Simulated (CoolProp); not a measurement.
Methanol along the isotherm 346.85 °C: density (kg/m³) from the reference equation and from simpler models built on Tc = 240.2 °C, pc = 8.216 MPa, ω = 0.565; each cubic takes its own stable root.

The numbers come from the reference Helmholtz-energy equation of state, de Reuck 1993 in CoolProp.

| p (MPa) | phase | reference | ideal gas | Peng-Robinson |
|---|---|---|---|---|
| 0.257 | gas | 1.606 | 1.597 | 1.607 |
| 0.513 | gas | 3.222 | 3.189 | 3.225 |
| 0.77 | gas | 4.862 | 4.786 | 4.869 |
| 1.03 | gas | 6.539 | 6.402 | 6.551 |
| 1.28 | gas | 8.170 | 7.956 | (withheld) |
| 1.54 | gas | 9.885 | 9.572 | 9.908 |
| 1.8 | gas | 11.62 | 11.19 | 11.65 |
| 2.05 | gas | 13.31 | 12.74 | 13.34 |
| 2.31 | gas | 15.08 | 14.36 | 15.12 |
| 2.57 | gas | (withheld) | 15.97 | 16.93 |
| 2.82 | gas | 18.63 | 17.53 | 18.68 |
| 3.08 | gas | 20.47 | 19.14 | 20.53 |
| 3.34 | gas | 22.34 | 20.76 | 22.40 |
| 3.59 | gas | 24.15 | (withheld) | 24.21 |
| 3.85 | gas | 26.06 | 23.93 | 26.12 |
| 4.11 | gas | 28.00 | 25.55 | 28.06 |

Task: Complete the blanks.

Result: 
- 1.28, Peng-Robinson: 8.187
- 2.57, reference: 16.88
- 3.59, ideal gas: 22.31
